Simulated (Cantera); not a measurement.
A Cantera script and what it prints.

```python
import numpy as np
import cantera as ct

gas_names = """
    AL ALH ALN AL2 H H2 N NH NH2 NH3 N2 N2H2 N2H4
""".split()
cond_names = """
    AL(cr) AL(L) ALN(s)
""".split()


def load(file, names, dense=False):
    # The tables refer to 1 bar. Condensed volumes are neglected.
    table = {s.name: s for s in ct.Species.list_from_file(file)}
    out = []
    for n in names:
        d = dict(table[n].input_data)
        d["thermo"] = dict(d["thermo"], **{"reference-pressure": 1e5})
        if dense:
            d["equation-of-state"] = {"model": "constant-volume", "density": "1e6 g/cm^3"}
        out.append(ct.Species.from_dict(d))
    return out


gas = ct.Solution(thermo="ideal-gas", species=load("nasa_gas.yaml", gas_names))
cond = {s.name: ct.Solution(thermo="fixed-stoichiometry", species=[s], name=s.name)
        for s in load("nasa_condensed.yaml", cond_names, dense=True)}
atoms = {
    'Al': {'AL': 1},
    'NH3': {'N': 1, 'H': 3},
    'H2': {'H': 2},
}
top_T = {'ALN(s)': 2750}  # K; cautious upper limits of use, not melting points


def equilibrate(T, P, feed):
    n = {}
    for name, mol in feed.items():
        for a, k in atoms[name].items():
            n[a] = n.get(a, 0.0) + k * mol
    gas.TPX = T, P, n
    mass = sum(n.values()) * gas.mean_molecular_weight
    gas.equilibrate("TP")
    valid = [c for c in cond.values() if c.min_temp <= T <= top_T.get(c.name, c.max_temp)]
    mix = ct.Mixture([(gas, mass / gas.mean_molecular_weight)] + [(c, 0.0) for c in valid])
    mix.T, mix.P = T, P
    mix.equilibrate("TP", solver="vcs", rtol=1e-11, max_steps=5000)
    return mix


results = []
feed = {'Al': 1, 'NH3': 13, 'H2': 5.2}  # mol
T = 1700  # K
P = 101325  # Pa
mix = equilibrate(T, P, feed)
results.append((T, P, feed, dict(zip(mix.species_names, mix.species_moles))))
print(gas.report(threshold=0.001))
for i in range(1, mix.n_phases):
    print(f"{mix.phase(i).name:16s} {mix.phase_moles(i):12.5e} mol")
```

Result:

```
       temperature   1700 K
          pressure   1.0132e+05 Pa
           density   0.050873 kg/m^3
  mean mol. weight   7.0967 kg/kmol
   phase of matter   gas

                          1 kg             1 kmol
                     ---------------   ---------------
          enthalpy        6.1154e+06        4.3399e+07  J
   internal energy        4.1236e+06        2.9264e+07  J
           entropy             28092        1.9936e+05  J/K
    Gibbs function       -4.1641e+07       -2.9551e+08  J
 heat capacity c_p            4729.6             33564  J/K
 heat capacity c_v              3558             25250  J/K

                      mass frac. Y      mole frac. X     chem. pot. / RT
                     ---------------   ---------------   ---------------
                H2           0.22852           0.80443           -19.179
                N2           0.77143           0.19542           -28.025
     [  +11 minor]         4.722e-05        0.00014314

AL(L)             0.00000e+00 mol
ALN(s)            9.99997e-01 mol
```

Equilibrium computed with Cantera from the NASA thermochemical tables; the gas is ideal and each condensed phase is pure.
